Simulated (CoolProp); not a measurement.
Computed with CoolProp (reference Helmholtz-energy equation of state, de Reuck 1990).

Task: For fluorine, give the phase and the cp (kJ/(kg K)), isothermal compressibility (1/MPa), expansivity (1/kK) at 159.1 K and 6.88 MPa; 159.1 K and 7.86 MPa.

Result: 
- 159.1 K and 6.88 MPa: supercritical; cp 2.69, isothermal compressibility 0.302, expansivity 36.1
- 159.1 K and 7.86 MPa: supercritical; cp 3.84, isothermal compressibility 0.294, expansivity 51.7
